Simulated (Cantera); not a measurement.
Input: 1 mol SiH₂Cl₂, 0.0072 mol C₂H₂, 91 mol H₂, at 2.70 mbar.

Cantera equilibrium calculation (NASA polynomials, part measured and part estimated; ideal gas, pure solids and liquids). Candidate condensed phases: C, C₆H₆, C₇H₈, C₈H₁₈, Si, SiC; 109 gas species. Mutual solubility and eutectic melting of coexisting phases are not modelled. Gases not in the tables: Si₂H₆ and higher silanes. Equilibrium is a limit: real reactors are often held back by kinetics, nucleation or transport.

**Question.** Which condensed phases are stable at each of these points (T (K)): 1598, 1748, 1898, 2048, 2198, 2348, 2498?

**Answer.** 
```tsv
T (K)	condensed phases	Si condensed (%)
1598	Si(s) + SiC(s)	87.7
1748	Si(l) + SiC(s)	82.3
1898	Si(l) + SiC(s)	40.8
2048	gas only	0.0
2198	gas only	0.0
2348	gas only	0.0
2498	gas only	0.0
```

At 1598 K the condensed part is Si(s) + SiC(s). From 1748 K to 1898 K the condensed part is Si(l) + SiC(s). From 2048 K to 2498 K nothing is condensed.
